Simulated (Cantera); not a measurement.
A Cantera script and what it prints.

```python
import numpy as np
import cantera as ct

gas_names = """
    O2 NO2 AL2O CL2 N2
""".split()
cond_names = """
    ALN(s) ALCL3(s) ALCL3(L)
""".split()


def load(file, names, dense=False):
    # The tables refer to 1 bar. Condensed volumes are neglected.
    table = {s.name: s for s in ct.Species.list_from_file(file)}
    out = []
    for n in names:
        d = dict(table[n].input_data)
        d["thermo"] = dict(d["thermo"], **{"reference-pressure": 1e5})
        if dense:
            d["equation-of-state"] = {"model": "constant-volume", "density": "1e6 g/cm^3"}
        out.append(ct.Species.from_dict(d))
    return out


species = {s.name: s for s in load("nasa_gas.yaml", gas_names) + load("nasa_condensed.yaml", cond_names)}
# Each term lists the table entries of one substance; the one whose range holds T is used.
reactions = {
    '4 AlN + 5 O2(g) = 4 NO2(g) + 2 Al2O(g)':
        [(-4, ['ALN(s)']), (-5, ['O2']), (4, ['NO2']), (2, ['AL2O'])],
    '3 Cl2(g) + 2 AlN = 2 AlCl3 + N2(g)':
        [(-3, ['CL2']), (-2, ['ALN(s)']), (2, ['ALCL3(s)', 'ALCL3(L)']), (1, ['N2'])],
}


def pick(names, T):
    return next(species[n] for n in names if species[n].thermo.min_temp <= T <= species[n].thermo.max_temp)


results = []
for label, terms in reactions.items():
    print(label)
    print("     T/K   dH/kJ  dS/(J/K)   dG/kJ   log10 K")
    for T in [425, 435, 445, 455, 465, 475, 485, 495, 505, 515, 525]:
        used = [(nu, pick(names, T)) for nu, names in terms]
        dH = sum(nu * s.thermo.h(T) for nu, s in used) / 1e6
        dS = sum(nu * s.thermo.s(T) for nu, s in used) / 1e3
        dG = dH - T * dS / 1e3
        logK = -dG * 1e6 / (ct.gas_constant * T * np.log(10))
        results.append((label, T, dH, dS, dG, logK, [s.name for _, s in used]))
        print(f"{T:8g} {dH:8.1f} {dS:8.1f} {dG:8.1f} {logK:8.2f}")
```

Output:

```
4 AlN + 5 O2(g) = 4 NO2(g) + 2 Al2O(g)
     T/K   dH/kJ  dS/(J/K)   dG/kJ   log10 K
     425   1115.6    351.4    966.2  -118.75
     435   1115.3    350.8    962.7  -115.60
     445   1115.0    350.2    959.2  -112.59
     455   1114.8    349.5    955.7  -109.71
     465   1114.5    348.9    952.2  -106.96
     475   1114.2    348.3    948.7  -104.33
     485   1113.9    347.7    945.2  -101.80
     495   1113.6    347.1    941.8   -99.38
     505   1113.3    346.5    938.3   -97.05
     515   1113.0    345.9    934.8   -94.82
     525   1112.7    345.3    931.4   -92.67
3 Cl2(g) + 2 AlN = 2 AlCl3 + N2(g)
     T/K   dH/kJ  dS/(J/K)   dG/kJ   log10 K
     425   -769.0   -281.9   -649.2    79.79
     435   -768.5   -280.6   -646.4    77.62
     445   -768.0   -279.5   -643.6    75.55
     455   -767.5   -278.3   -640.8    73.57
     465   -766.9   -277.1   -638.1    71.67
     475   -695.3   -123.3   -636.7    70.02
     485   -694.4   -121.4   -635.5    68.44
     495   -693.5   -119.5   -634.3    66.93
     505   -692.6   -117.7   -633.1    65.48
     515   -691.7   -116.0   -631.9    64.09
     525   -690.8   -114.2   -630.8    62.76
```

Standard-state values (1 bar) from the NASA 1993 polynomials, evaluated with Cantera. Condensed species are held in their standard states even where they would react or evaporate.
